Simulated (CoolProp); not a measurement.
Aqueous propylene glycol as a coolant, 13 % by mass, freezing at -4.0 °C, 1 atm.

Computed with CoolProp (Melinder's fits for secondary coolants).

```csv
T (°C),cp (kJ/(kg K)),conductivity (W/(m K)),density (kg/m³),Prandtl number
0.7,4.022,0.503,1012,24.3
8.3,4.031,0.513,1011,18.1
16,4.042,0.523,1010,13.8
23.6,4.053,0.532,1008,10.9
31.2,4.064,0.541,1005,8.83
38.8,4.076,0.550,1002,7.31
```
